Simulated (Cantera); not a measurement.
Input: 1 mol C3H6, 2.6 mol CO2, at 248 Torr.

These are equilibrium values from Cantera (NASA tables, ideal gas, pure condensed phases), not measurements of a reactor. Candidate condensed phases: C, C6H6, C7H8, C8H18, H2O; 110 gas species. Equilibrium is a limit: real reactors are often held back by kinetics, nucleation or transport.

log p: log10 of the partial pressure in bar; n: condensed amount in mol.

| T (K) | log p CO | log p H2 | log p H | log p CO2 | log p H2O | n C(graphite) |
|---|---|---|---|---|---|---|
| 1225 | -0.68 | -0.92 | ? | -3.24 | -3.31 | 0.422 |
| 1375 | -0.68 | -0.92 | ? | -4.01 | -3.94 | 0.403 |
| 1525 | -0.68 | -0.92 | ? | -4.63 | -4.44 | 0.401 |
| 1675 | -0.68 | -0.92 | ? | -5.13 | -4.85 | 0.400 |
| 1825 | -0.68 | -0.92 | ? | -5.55 | -5.20 | 0.399 |
| 1975 | -0.68 | -0.92 | ? | -5.90 | -5.49 | 0.396 |
| 2125 | -0.68 | -0.92 | ? | -6.20 | -5.74 | 0.390 |

### Question
What belongs in the gaps?

### Answer

- 1225, log p H: -6.97
- 1375, log p H: -5.92
- 1525, log p H: -5.09
- 1675, log p H: -4.39
- 1825, log p H: -3.82
- 1975, log p H: -3.32
- 2125, log p H: -2.90
